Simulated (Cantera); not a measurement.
Charge: 1 mol BCl3, 1.6 mol H2, 66 mol N2, held at 948.15 K and 0.0133 bar.

Method: chemical equilibrium by Gibbs-energy minimisation in Cantera with the NASA 1993 tables (ideal gas, pure condensed phases). Candidate condensed phases: B, BN, NH4Cl; 21 gas species. N2 is the only nitrogen source here; it is nearly inert below about 1500 K, so the nitride shown seldom forms there in practice. Kinetics and transport are ignored.

Task: What is the equilibrium state?

Result: 
| Property | Value |
|---|---|
| x(N2) | 0.955 |
| x(HCl) | 0.0437 |
| x(H2) | 0.00146 |
| n(BN(s)) | 1.000 mol |
| gas amount | 68.60 mol |
| log10 activity of B(s) (absent) | -8.27 |
